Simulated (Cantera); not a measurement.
An isothermal, constant-pressure homogeneous reactor starts with CH4 : H2 = 0.55 : 6 (molar parts), at 1750 K and 13300 Pa.

Model: GRI-Mech 3.0 (53 species, 325 reactions), integrated in Cantera. GRI-Mech 3.0 stops at C3 and has no aromatics, soot or wall deposition, so with more carbon than oxygen in the feed, carbon stays in small species such as C2H2 where larger ones or solid carbon would form.

x: mole fraction; the columns are a selection and need not sum to one.

```json
[
 {"t (s)": "3.00e-6", "x CH4": "0.0840", "x H2": "0.916", "x C2H": "<1e-12", "x CH3": "[?]", "x C2H6": "1.05e-12"},
 {"t (s)": "1.05e-5", "x CH4": "0.0840", "x H2": "0.916", "x C2H": "<1e-12", "x CH3": "[?]", "x C2H6": "5.71e-11"},
 {"t (s)": "3.67e-5", "x CH4": "0.0839", "x H2": "0.916", "x C2H": "<1e-12", "x CH3": "[?]", "x C2H6": "2.65e-9"},
 {"t (s)": "0.000128", "x CH4": "0.0839", "x H2": "0.916", "x C2H": "<1e-12", "x CH3": "[?]", "x C2H6": "9.81e-8"},
 {"t (s)": "0.000448", "x CH4": "0.0837", "x H2": "0.916", "x C2H": "<1e-12", "x CH3": "[?]", "x C2H6": "2.26e-6"},
 {"t (s)": "0.00157", "x CH4": "0.0827", "x H2": "0.916", "x C2H": "1.80e-10", "x CH3": "[?]", "x C2H6": "1.73e-5"},
 {"t (s)": "0.00548", "x CH4": "0.0785", "x H2": "0.918", "x C2H": "6.57e-9", "x CH3": "[?]", "x C2H6": "2.38e-5"},
 {"t (s)": "0.0191", "x CH4": "0.0661", "x H2": "0.925", "x C2H": "3.02e-8", "x CH3": "[?]", "x C2H6": "1.73e-5"},
 {"t (s)": "0.0669", "x CH4": "0.0418", "x H2": "0.938", "x C2H": "7.92e-8", "x CH3": "[?]", "x C2H6": "7.37e-6"},
 {"t (s)": "0.234", "x CH4": "0.0176", "x H2": "0.951", "x C2H": "1.34e-7", "x CH3": "[?]", "x C2H6": "1.41e-6"},
 {"t (s)": "0.818", "x CH4": "0.00574", "x H2": "0.958", "x C2H": "1.63e-7", "x CH3": "[?]", "x C2H6": "1.70e-7"},
 {"t (s)": "2.86", "x CH4": "0.00238", "x H2": "0.959", "x C2H": "1.72e-7", "x CH3": "[?]", "x C2H6": "4.15e-8"},
 {"t (s)": "10.0", "x CH4": "0.00206", "x H2": "0.960", "x C2H": "1.73e-7", "x CH3": "[?]", "x C2H6": "3.46e-8"}
]
```

**Question.** Some entries are withheld; supply them.

**Answer.** 
- 3.00e-6, x CH3: 1.63e-6
- 1.05e-5, x CH3: 6.14e-6
- 3.67e-5, x CH3: 2.20e-5
- 0.000128, x CH3: 7.73e-5
- 0.000448, x CH3: 0.000264
- 0.00157, x CH3: 0.000723
- 0.00548, x CH3: 0.000883
- 0.0191, x CH3: 0.000758
- 0.0669, x CH3: 0.000501
- 0.234, x CH3: 0.000222
- 0.818, x CH3: 7.51e-5
- 2.86, x CH3: 3.15e-5
- 10.0, x CH3: 2.72e-5
